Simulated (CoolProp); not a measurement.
Vapour-liquid equilibrium of benzene (1) + n-heptane (2) at 479.7 K; x and y are mole fractions of (1).

The numbers come from the multi-fluid Helmholtz-energy mixture model, Thol 2012 and Span 2003; pair parameters Bell 2016 in CoolProp.

**Question.** Give the bubble pressure and the first vapour's composition at x = 0.05, 0.65, 0.875. Is there an azeotrope?

**Answer.** x = 0.05: 1.130 MPa, y = 0.069; x = 0.65: 1.492 MPa, y = 0.700; x = 0.875: 1.571 MPa, y = 0.888. No azeotrope shows between x = 0.05 and 0.95.

Pair parameters are fitted to limited data, so mixtures are less certain than the pure fluids.
